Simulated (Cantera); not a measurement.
**Stirred combustor or abatement burner**

A perfectly stirred reactor is fed with 8.24 % CH₄, 1.24 % CO, 19.0 % O₂, 71.5 % N₂, equivalence ratio 0.90, at 760 Torr; it is adiabatic with a 300 K inlet, and is followed from long to short residence time, starting on the burning branch (τ in s: 0.031, 0.013, 0.0055, 0.0023, 0.00095, 0.0004, 0.00017, 6.9e-05, 2.9e-05, 1.2e-05, 5.1e-06).

Model: GRI-Mech 3.0 (53 species, 325 reactions), integrated in Cantera.

```tsv
τ (s)	T (K)	x CH₄	x CO	x O₂	x HCN	x C₂H	x CO₂
0.031	2117	9.93e-6	0.00549	0.0217	1.78e-7	9.35e-12	0.0894
0.013	2089	1.84e-5	0.00766	0.0230	2.14e-7	2.33e-11	0.0870
0.0055	2050	3.35e-5	0.0106	0.0248	2.62e-7	5.05e-11	0.0838
0.0023	1998	6.27e-5	0.0143	0.0271	3.30e-7	1.05e-10	0.0797
0.00095	1933	0.000125	0.0186	0.0300	4.26e-7	2.29e-10	0.0749
0.00040	1857	0.000266	0.0236	0.0337	5.62e-7	5.44e-10	0.0691
0.00017	1768	0.000663	0.0310	0.0393	7.98e-7	1.54e-9	0.0607
6.9e-5	300	0.0824	0.0124	0.190	<1e-12	<1e-12	<1e-12
2.9e-5	300	0.0824	0.0124	0.190	<1e-12	<1e-12	<1e-12
1.2e-5	300	0.0824	0.0124	0.190	<1e-12	<1e-12	<1e-12
5.1e-6	300	0.0824	0.0124	0.190	<1e-12	<1e-12	<1e-12
```
x: mole fraction; the columns are a selection and need not sum to one.
